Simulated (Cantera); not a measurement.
**Adiabatic ignition**

An adiabatic, constant-pressure homogeneous reactor starts with 17.4 % CH3OH, 17.4 % O2, 65.3 % N2, equivalence ratio 1.5, at 1123 K and 1.78 atm.

Computed with Cantera and GRI-Mech 3.0 (53 species, 325 reactions). GRI-Mech 3.0 was tuned for natural gas; its chemistry of methanol as a main component is partial and can be far from experiment.

```
t (s)     T (K)  x CH3OH      x O2    x C2H4      x NO     x CH3     x N2O
--------  -----  -------  --------  --------  --------  --------  --------
4.00e-6    1123    0.174     0.174    <1e-12    <1e-12   1.74e-9    <1e-12
1.32e-5    1123    0.174     0.174    <1e-12    <1e-12   4.46e-9    <1e-12
4.34e-5    1123    0.174     0.174    <1e-12    <1e-12   7.58e-9    <1e-12
0.000143   1123    0.174     0.174    <1e-12    <1e-12   8.18e-9    <1e-12
0.000470   1123    0.174     0.174    <1e-12    <1e-12   8.12e-9    <1e-12
0.00155    1123    0.174     0.174    <1e-12    <1e-12   7.94e-9  7.58e-12
0.00510    1123    0.174     0.174  1.05e-12    <1e-12   7.46e-9  7.63e-11
0.0168     1126    0.172     0.173  3.54e-12    <1e-12   4.60e-9   1.19e-9
0.0553     2534   <1e-12  0.000430    <1e-12  0.000926  1.10e-12   5.78e-8
0.182      2534   <1e-12  0.000430    <1e-12  0.000927  1.10e-12   5.78e-8
0.600      2534   <1e-12  0.000430    <1e-12  0.000927  1.10e-12   5.78e-8
```
x: mole fraction; the columns are a selection and need not sum to one.

```yaml
time_of_steepest_temperature_rise: 20.6 ms
temperature at 0.600 s: 2534 K
equilibrium_temperature: 2534 K
x(CH3OH) at 0.600 s: <1e-12 (gas-phase equilibrium <1e-12)
x(O2) at 0.600 s: 0.000430 (gas-phase equilibrium 0.000430)
x(C2H4) at 0.600 s: <1e-12 (gas-phase equilibrium <1e-12)
```
